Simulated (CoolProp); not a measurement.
Vapour-liquid equilibrium of propane (1) + c-C4F8 (RC318) (2) at 276.7 K; x and y are mole fractions of (1).

Model: multi-fluid Helmholtz-energy mixture model, Lemmon 2009 and Platzer 1990; pair parameters Bell 2016, in CoolProp. This equation is an older, rougher fit; its heat capacities, sound speeds and derivatives of the liquid may be far off and weren't checked against measurements.

```tsv
x	bubble pressure (bar)	y at the bubble point	dew pressure at overall composition x (bar)	liquid density (mol/L)
0.05	2.066	___	1.552	8.016
0.2	3.435	0.618	1.823	___
0.35	___	0.720	2.201	8.785
0.5	___	0.771	2.765	9.265
0.65	4.985	0.810	___	9.851
0.8	5.199	0.859	4.920	10.59
0.95	5.307	0.949	5.307	11.52
```

Task: Complete the blanks.

Result: 
- 0.05, y at the bubble point: 0.302
- 0.2, liquid density (mol/L): 8.377
- 0.35, bubble pressure (bar): 4.250
- 0.5, bubble pressure (bar): 4.702
- 0.65, dew pressure at overall composition x (bar): 3.663

y crosses x between x = 0.8 and 0.95: the model has an azeotrope there.

Pair parameters are fitted to limited data, so mixtures are less certain than the pure fluids. With so large a gap from Raoult's law the liquid may split in two, which this calculation doesn't test in full.
